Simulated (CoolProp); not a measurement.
Model: reference Helmholtz-energy equation of state, Akasaka 2015, in CoolProp.

Question: Give the vapour pressure (bar), vapour density (kg/m³), liquid cp (kJ/(kg K)), surface tension (mN/m) of saturated R245fa at -4.25 °C.

Answer: 
| T (°C) | p (bar) | vapour density (kg/m³) | liquid cp (kJ/(kg K)) | surface tension (mN/m) |
|---|---|---|---|---|
| -4.25 | 0.437 | 2.68 | 1.25 | 17.5 |

Surface tension comes from a separate correlation (Mulero 2012).
